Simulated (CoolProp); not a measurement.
Vapour-liquid equilibrium of R152A (1) + methanol (2) at -0.85 °C; x and y are mole fractions of (1).

The numbers come from the multi-fluid Helmholtz-energy mixture model, Outcalt 1996 and de Reuck 1993; pair parameters Bell 2016 in CoolProp.

```json
[
 {"x": "0.05", "bubble pressure (MPa)": "0.06398", "y at the bubble point": "0.941", "dew pressure at overall composition x (MPa)": "0.004046", "liquid density (mol/L)": "24.59"},
 {"x": "0.125", "bubble pressure (MPa)": "0.1134", "y at the bubble point": "0.967", "dew pressure at overall composition x (MPa)": "0.004391", "liquid density (mol/L)": "23.57"},
 {"x": "0.2", "bubble pressure (MPa)": "0.1374", "y at the bubble point": "0.973", "dew pressure at overall composition x (MPa)": "0.004800", "liquid density (mol/L)": "22.61"},
 {"x": "0.275", "bubble pressure (MPa)": "0.1498", "y at the bubble point": "0.976", "dew pressure at overall composition x (MPa)": "0.005293", "liquid density (mol/L)": "21.69"},
 {"x": "0.35", "bubble pressure (MPa)": "0.1575", "y at the bubble point": "0.977", "dew pressure at overall composition x (MPa)": "0.005901", "liquid density (mol/L)": "20.81"},
 {"x": "0.425", "bubble pressure (MPa)": "0.1639", "y at the bubble point": "0.978", "dew pressure at overall composition x (MPa)": "___", "liquid density (mol/L)": "___"},
 {"x": "0.5", "bubble pressure (MPa)": "0.1705", "y at the bubble point": "0.980", "dew pressure at overall composition x (MPa)": "0.007666", "liquid density (mol/L)": "19.17"},
 {"x": "0.575", "bubble pressure (MPa)": "___", "y at the bubble point": "___", "dew pressure at overall composition x (MPa)": "0.009016", "liquid density (mol/L)": "18.41"},
 {"x": "0.65", "bubble pressure (MPa)": "0.1874", "y at the bubble point": "0.984", "dew pressure at overall composition x (MPa)": "0.01094", "liquid density (mol/L)": "17.67"},
 {"x": "0.725", "bubble pressure (MPa)": "0.1985", "y at the bubble point": "0.986", "dew pressure at overall composition x (MPa)": "0.01392", "liquid density (mol/L)": "16.97"},
 {"x": "0.8", "bubble pressure (MPa)": "0.2114", "y at the bubble point": "0.989", "dew pressure at overall composition x (MPa)": "0.01913", "liquid density (mol/L)": "16.28"},
 {"x": "0.875", "bubble pressure (MPa)": "0.2264", "y at the bubble point": "0.993", "dew pressure at overall composition x (MPa)": "0.03058", "liquid density (mol/L)": "15.62"},
 {"x": "0.95", "bubble pressure (MPa)": "0.2434", "y at the bubble point": "0.997", "dew pressure at overall composition x (MPa)": "0.07595", "liquid density (mol/L)": "___"}
]
```

### Question
Complete the blanks.

### Answer

- 0.425, dew pressure at overall composition x (MPa): 0.006668
- 0.425, liquid density (mol/L): 19.97
- 0.575, bubble pressure (MPa): 0.1782
- 0.575, y at the bubble point: 0.981
- 0.95, liquid density (mol/L): 14.97

No azeotrope shows between x = 0.05 and 0.95.

The pair parameters rest on a limited set of measurements; away from them the model extrapolates. With so large a gap from Raoult's law the liquid may split in two, which this calculation doesn't test in full.
